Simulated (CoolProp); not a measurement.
A Linde-Hampson liquefier for ethylene: isothermal reversible compression at 320 K from 1 atm to 5 MPa, throttling to 1 atm, return gas leaving the recuperator 10 K below the feed. Each further row changes one setting.

Model: reference Helmholtz-energy equation of state, Smukala 2000, in CoolProp.

```
case                        liquid yield per pass  compression work (kJ/kg of gas)
--------------------------  ---------------------  -------------------------------
as stated                                       …                              347
high pressure 10 MPa                            …                              386
warm-end temperature 350 K                  0.066                              387
warm-end gap 15 K                               …                              347
```

Task: What belongs in the gaps?

Result: 
- as stated, liquid yield per pass: 0.100
- high pressure 10 MPa, liquid yield per pass: 0.304
- warm-end gap 15 K, liquid yield per pass: 0.089
